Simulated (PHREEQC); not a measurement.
Model water analysis in mg/L, 25 °C, pH 7.33, pe -0.8: Na 8.04; K 6.85; Ca 37.5; Mg 7.31; Cl 16.7; S(6) as SO4 50.3; Alkalinity as HCO3 89.2; Fe(2) 1.59; Br 0.0697; Zn 0.049; Li 0.212.

Valence states are taken as typed.

The numbers come from PHREEQC with the ion-association model, phreeqc.dat.

Precipitation was switched off in this run.

Q: Estimate the specific conductance.

A: specific conductance 316 µS/cm.

Q: In which forms is S present?

A: SO4-2 88 %, CaSO4 7.8 %, MgSO4 3.3 % of the S.

The solution is supersaturated, for example in Siderite, so a real one may precipitate; this is no full list. Species that the database lacks are ignored. The database's zinc carbonate complexes are estimates, stronger than later reviews accept.
